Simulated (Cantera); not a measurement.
Charge: 1 mol CO2, 0.072 mol SO2, 4 mol O2, held at 2900 °C and 0.133 bar.

Cantera equilibrium calculation (NASA polynomials, part measured and part estimated; ideal gas, pure solids and liquids). Candidate condensed phases: C, S; 22 gas species. Equilibrium is a limit: real reactors are often held back by kinetics, nucleation or transport.

Base state: O2 0.468, O 0.372, CO 0.106, CO2 0.0439, SO2 0.00704, SO 0.00341, S 0.000328 (mole fractions); condensed: gas only.

Problem. What changes in the equilibrium state with this change: SO2 from 0.072 to 0.032 mol?

Solution. 
```csv
species,before,after
O2,0.468,0.471
O,0.372,0.373
CO,0.106,0.107
SO2,0.00704,0.00316
SO,0.00341,0.00152
CO2,0.0439,0.0443
S,0.000328,0.000146
```
